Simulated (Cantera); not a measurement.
A closed system holds: 1 mol SiC, 0.15 mol CO₂, 36 mol H₂, held at 84.0 mbar.

These are equilibrium values from Cantera (NASA tables, ideal gas, pure condensed phases), not measurements of a reactor. Candidate condensed phases: C, C₆H₆, C₇H₈, C₈H₁₈, H₂O, Si, SiC, SiO₂; 123 gas species. Mutual solubility and eutectic melting of coexisting phases are not modelled. The tables hold silica as quartz up to 1696 K and as liquid above; real silica turns to tridymite and cristobalite and melts near 1996 K. Rates play no part.

Task: Which condensed phases are stable at each of these points (T (K)): 1000, 1100, 1200, 1300, 1400, 1500, 1600, 1700?

Result: 
| T (K) | condensed phases | Si condensed (%) |
|---|---|---|
| 1000 | C(graphite) + SiC(s) + SiO₂(β-quartz) | 100.0 |
| 1100 | C(graphite) + SiC(s) + SiO₂(β-quartz) | 100.0 |
| 1200 | C(graphite) + SiC(s) + SiO₂(β-quartz) | 100.0 |
| 1300 | SiC(s) + SiO₂(β-quartz) | 100.0 |
| 1400 | SiC(s) + SiO₂(β-quartz) | 99.5 |
| 1500 | SiC(s) + SiO₂(β-quartz) | 93.3 |
| 1600 | SiC(s) | 92.5 |
| 1700 | SiC(s) | 92.5 |

From 1000 K to 1200 K the condensed part is C(graphite) + SiC(s) + SiO₂(β-quartz). From 1300 K to 1500 K the condensed part is SiC(s) + SiO₂(β-quartz). From 1600 K to 1700 K the condensed part is SiC(s).
